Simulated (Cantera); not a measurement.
# Thermodynamics of halide evaporation, hydrolysis and transport, feed PbF2 + H2

Charge: 1 mol PbF2, a varied amount of H2, at 10.0 mbar.

These are equilibrium values from Cantera (NASA tables, ideal gas, pure condensed phases), not measurements of a reactor. Candidate condensed phases: Pb, PbF2; 16 gas species. Kinetics and transport are ignored.

Stable condensed phases:

```
T in K \ n(H2) in mol
          29  35  43  52  63  77  94 110 140 170
   1450    A   A   A   A   A   A   A   A   A   A
   1375    A   A   A   A   A   A   A   A   A   A
   1300    A   A   A   A   A   A   A   A   A   A
   1225    A   A   A   A   A   A   A   A   A   A
   1150    B   A   A   A   A   A   A   A   A   A
   1075    B   B   B   B   B   B   B   B   A   A
   1000    B   B   B   B   B   B   B   B   B   B
    925    B   B   B   B   B   B   B   B   B   B
    850    B   B   B   B   B   B   B   B   B   B
    775    B   B   B   B   B   B   B   B   B   B
    700    B   B   B   B   B   B   B   B   B   B
```

A: gas only; B: Pb.
